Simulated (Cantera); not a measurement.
Feed: 1 mol K2CO3, 0.093 mol H2, 0.13 mol O2, at 1725 K and 420000 Pa.

These are equilibrium values from Cantera (NASA tables, ideal gas, pure condensed phases), not measurements of a reactor. Candidate condensed phases: C, C6H6, C7H8, C8H18, H2O, K, KOH, KO2, K2CO3, K2O, K2O2; 116 gas species. Rates play no part.

Base state: O2 0.366, H2O 0.295, KOH 0.223, CO2 0.113, K2(OH)2 0.00138, OH 0.000592, K 0.000373, KO 8.57e-5 (mole fractions); condensed: K2CO3(l).

**Question.** What changes in the equilibrium state with this change: K2CO3 replaced by LiOH?

**Answer.** 
| species | before | after |
|---|---|---|
| H2O | 0.295 | 0.591 |
| O2 | 0.366 | 0.334 |
| LiOH | 0 | 0.0719 |
| KOH | 0.223 | 0 |
| CO2 | 0.113 | 0 |
| Li2(OH)2 | 0 | 0.00208 |
| K2(OH)2 | 0.00138 | 0 |
| K | 0.000373 | 0 |
| KO | 8.57e-5 | 0 |
| Li2O | 0 | 3.20e-5 |
| K2CO3(l), mol | 0.974 | 0 |
| LiOH(l), mol | 0 | 0.871 |
| Li2O(s), mol | 0 | 0.0548 |
Mutual solubility and eutectic melting of coexisting phases are not modelled. Further candidate phases: Li, LiH, LiOH, Li2O.
